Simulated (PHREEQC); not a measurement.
Make-up at 25 °C: 0.022 mol HF, 0.065 mol NaF, 0.00046 mol (NH4)2SiF6 and 0.03 mol HCl per kg of water. It is in equilibrium with CO2 at log p = -3.5 (atm). Otherwise closed; pH follows from the charge balance.

Computed with PHREEQC (ion-association model, phreeqc.dat).

Precipitation was switched off in this run.

Question: Order these F species by the share of F that they hold, largest first: SiF6-2, HF, HF2-, F-, NaF.

Answer: HF (50 %), F- (34 %), HF2- (12 %), SiF6-2 (3.1 %), NaF (0.79 %)

The pH is 2.90 and the ionic strength 0.0672 mol/kgw. SiF6-2 is the database's only silicon fluoride.
